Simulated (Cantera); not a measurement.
**Ignition delay**

Mixture: 4.82 % CH4, 11.3 % O2, 78.1 % N2, 5.78 % H2O, at 975 Torr, adiabatic and at constant volume. Ignition delay is the time to a rise of 400 K.

Model: GRI-Mech 3.0 (53 species, 325 reactions), integrated in Cantera.

| T0 (K) | delay (ms) |
|---|---|
| 1223 | 48.2 |
| 1273 | 24.9 |
| 1323 | 13.1 |
| 1373 | 7.09 |
| 1423 | 3.91 |
| 1473 | 2.21 |
| 1523 | 1.28 |
| 1573 | 0.774 |

The apparent activation energy between 1473 and 1573 K is 200 kJ/mol.
